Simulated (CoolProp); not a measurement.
Vapour-liquid equilibrium of ethanol (1) + o-xylene (2) at 0.142 MPa; x and y are mole fractions of (1).

Computed with CoolProp (multi-fluid Helmholtz-energy mixture model, Schroeder 2014 and Zhou 2012; pair parameters Bell 2016).

```json
[
 {"x": "0.05", "bubble temperature (°C)": "126.0", "y at the bubble point": "0.578", "dew temperature at overall composition x (°C)": "155.5", "liquid density (mol/L)": "7.582"},
 {"x": "0.125", "bubble temperature (°C)": "108.0", "y at the bubble point": "0.770", "dew temperature at overall composition x (°C)": "152.2", "liquid density (mol/L)": "8.036"},
 {"x": "0.2", "bubble temperature (°C)": "100.6", "y at the bubble point": "0.828", "dew temperature at overall composition x (°C)": "148.7", "liquid density (mol/L)": "8.428"},
 {"x": "0.275", "bubble temperature (°C)": "97.0", "y at the bubble point": "0.853", "dew temperature at overall composition x (°C)": "144.9", "liquid density (mol/L)": "8.822"},
 {"x": "0.35", "bubble temperature (°C)": "95.1", "y at the bubble point": "0.866", "dew temperature at overall composition x (°C)": "140.9", "liquid density (mol/L)": "?"},
 {"x": "0.425", "bubble temperature (°C)": "94.0", "y at the bubble point": "0.875", "dew temperature at overall composition x (°C)": "136.5", "liquid density (mol/L)": "9.696"},
 {"x": "0.5", "bubble temperature (°C)": "93.1", "y at the bubble point": "0.882", "dew temperature at overall composition x (°C)": "?", "liquid density (mol/L)": "10.20"},
 {"x": "0.575", "bubble temperature (°C)": "?", "y at the bubble point": "0.889", "dew temperature at overall composition x (°C)": "126.3", "liquid density (mol/L)": "10.77"},
 {"x": "0.65", "bubble temperature (°C)": "?", "y at the bubble point": "0.898", "dew temperature at overall composition x (°C)": "120.1", "liquid density (mol/L)": "11.41"},
 {"x": "0.725", "bubble temperature (°C)": "90.8", "y at the bubble point": "0.909", "dew temperature at overall composition x (°C)": "112.9", "liquid density (mol/L)": "?"},
 {"x": "0.8", "bubble temperature (°C)": "89.9", "y at the bubble point": "0.925", "dew temperature at overall composition x (°C)": "104.3", "liquid density (mol/L)": "12.96"},
 {"x": "0.875", "bubble temperature (°C)": "88.9", "y at the bubble point": "0.946", "dew temperature at overall composition x (°C)": "94.0", "liquid density (mol/L)": "?"},
 {"x": "0.95", "bubble temperature (°C)": "87.9", "y at the bubble point": "0.975", "dew temperature at overall composition x (°C)": "88.7", "liquid density (mol/L)": "14.98"}
]
```

Task: Fill in the missing entries.

Result: 
- 0.35, liquid density (mol/L): 9.240
- 0.5, dew temperature at overall composition x (°C): 131.7
- 0.575, bubble temperature (°C): 92.4
- 0.65, bubble temperature (°C): 91.6
- 0.725, liquid density (mol/L): 12.13
- 0.875, liquid density (mol/L): 13.90

No azeotrope shows between x = 0.05 and 0.95.

Pair parameters are fitted to limited data, so mixtures are less certain than the pure fluids. With so large a gap from Raoult's law the liquid may split in two, which this calculation doesn't test in full.
